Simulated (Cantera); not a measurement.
What does this Cantera script print?

```python
import numpy as np
import cantera as ct

gas_names = [...]  # 77 gases of nasa_gas.yaml made of C, H, Ti
cond_names = """
    C(gr) C6H6(L) C7H8(L) C8H18(L),n-octa Ti(a) Ti(b) Ti(L) TiC(s) TiC(L)
""".split()


# ... load() reads the species with a 1 bar reference pressure and builds the phases ...
atoms = {
    'Ti': {'Ti': 1},
    'CH4': {'C': 1, 'H': 4},
}
top_T = {'C(gr)': 4500}  # K; cautious upper limits of use, not melting points


# ... equilibrate(T, P, feed) seeds the gas with the atoms and calls Mixture.equilibrate('TP', solver="vcs", rtol=1e-11, max_steps=5000) ...
results = []
T = 1775  # K
P = 24000  # Pa
for m in [0.3, 0.46, 0.71, 1.1, 1.7, 2.6, 4, 6.2]:
    feed = {'Ti': 1, 'CH4': m}  # mol
    mix = equilibrate(T, P, feed)
    results.append((T, P, feed, dict(zip(mix.species_names, mix.species_moles))))
    x = sorted(zip(gas.X, gas.species_names), reverse=True)
    print(f"T = {T:g} K  P = {P:g} Pa  n(CH4) = {m:g} mol  gas = {mix.phase_moles(0):.4g} mol")
    print("   x: " + "  ".join(f"{s} {v:.3e}" for v, s in x if v > 1e-06))
    print("   condensed (mol): " + ("  ".join(f"{mix.phase(i).name} {mix.phase_moles(i):.4g}"
          for i in range(1, mix.n_phases) if mix.phase_moles(i) > 1e-12) or "none"))
```

Result:

```
T = 1775 K  P = 24000 Pa  n(CH4) = 0.3 mol  gas = 0.6002 mol
   x: H2 9.994e-01  H 5.906e-04  Ti 1.328e-06
   condensed (mol): Ti(b) 0.7  TiC(s) 0.3
T = 1775 K  P = 24000 Pa  n(CH4) = 0.46 mol  gas = 0.9203 mol
   x: H2 9.994e-01  H 5.906e-04  Ti 1.328e-06
   condensed (mol): Ti(b) 0.54  TiC(s) 0.46
T = 1775 K  P = 24000 Pa  n(CH4) = 0.71 mol  gas = 1.42 mol
   x: H2 9.994e-01  H 5.906e-04  Ti 1.328e-06
   condensed (mol): Ti(b) 0.29  TiC(s) 0.71
T = 1775 K  P = 24000 Pa  n(CH4) = 1.1 mol  gas = 2.2 mol
   x: H2 9.991e-01  H 5.905e-04  CH4 2.005e-04  C2H2,acetylene 1.423e-04  CH3 2.402e-06
   condensed (mol): C(gr) 0.09892  TiC(s) 1
T = 1775 K  P = 24000 Pa  n(CH4) = 1.7 mol  gas = 3.4 mol
   x: H2 9.991e-01  H 5.905e-04  CH4 2.005e-04  C2H2,acetylene 1.423e-04  CH3 2.402e-06
   condensed (mol): C(gr) 0.6983  TiC(s) 1
T = 1775 K  P = 24000 Pa  n(CH4) = 2.6 mol  gas = 5.2 mol
   x: H2 9.991e-01  H 5.905e-04  CH4 2.005e-04  C2H2,acetylene 1.423e-04  CH3 2.402e-06
   condensed (mol): C(gr) 1.597  TiC(s) 1
T = 1775 K  P = 24000 Pa  n(CH4) = 4 mol  gas = 8.001 mol
   x: H2 9.991e-01  H 5.905e-04  CH4 2.005e-04  C2H2,acetylene 1.423e-04  CH3 2.402e-06
   condensed (mol): C(gr) 2.996  TiC(s) 1
T = 1775 K  P = 24000 Pa  n(CH4) = 6.2 mol  gas = 12.4 mol
   x: H2 9.991e-01  H 5.905e-04  CH4 2.005e-04  C2H2,acetylene 1.423e-04  CH3 2.402e-06
   condensed (mol): C(gr) 5.194  TiC(s) 1
```

These are equilibrium values from Cantera (NASA tables, ideal gas, pure condensed phases), not measurements of a reactor. Mutual solubility and eutectic melting of coexisting phases are not modelled. TiC: taken at fixed stoichiometry. Condensed phases not in the tables: N, O or C dissolved in the metal.
